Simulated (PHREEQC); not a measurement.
Make-up at 36 °C: 0.066 mol/kgw HF, 0.027 mol/kgw NaF, 0.0014 mol/kgw H2SiF6 and 0.038 mol/kgw HCl. It is in equilibrium with CO2 at log p = -2 (atm). Otherwise closed; pH follows from the charge balance.

All values are PHREEQC results (ion-association model, phreeqc.dat), not measurements.

Each row changes one thing in this solution. Precipitation was switched off in this run.

```csv
case,pH,ionic strength (mol/kgw),HF (mol/kgw),F- (mol/kgw),HF2- (mol/kgw),NaF (mol/kgw),SI of Halite (NaCl),SI of Quartz (SiO2)
as made,1.79,0.0472,0.0867,0.00366,0.00131,3.76e-5,-4.74,-6.78
HF replaced by NaBF4 at the same molality,1.90,0.110,0.0266,0.00156,0.000170,4.73e-5,-4.26,-4.06
HCl from 0.038 to 0.0038 mol/kgw,2.63,0.0309,0.0651,0.0181,0.00484,0.000197,-5.72,…
HF from 0.066 to 0.033 mol/kgw,…,0.0454,0.0562,0.00260,0.000602,2.70e-5,-4.74,-5.73
temperature from 36 to 25 °C,1.78,0.0479,…,0.00426,0.00140,4.40e-5,-4.73,-7.52
HF from 0.066 to 0.0066 mol/kgw,1.87,0.0440,0.0316,0.00159,0.000207,1.65e-5,-4.74,-4.30
diluted 10-fold with water,2.55,0.00587,0.00760,0.00160,5.01e-5,2.10e-6,-6.64,-2.73
HCl from 0.038 to 0.057 mol/kgw,1.52,0.0640,0.0894,0.00208,0.000766,2.03e-5,-4.58,-6.37
```

Task: Complete the blanks.

Result: 
- HCl from 0.038 to 0.0038 mol/kgw, SI of Quartz (SiO2): -7.64
- HF from 0.066 to 0.033 mol/kgw, pH: 1.84
- temperature from 36 to 25 °C, HF (mol/kgw): 0.0859

At this temperature some constants are extrapolated from 25 °C, and those without enthalpy data are left unchanged. SiF6-2 is the database's only silicon fluoride. Real BF4- forms and hydrolyses slowly; the run takes it at equilibrium.
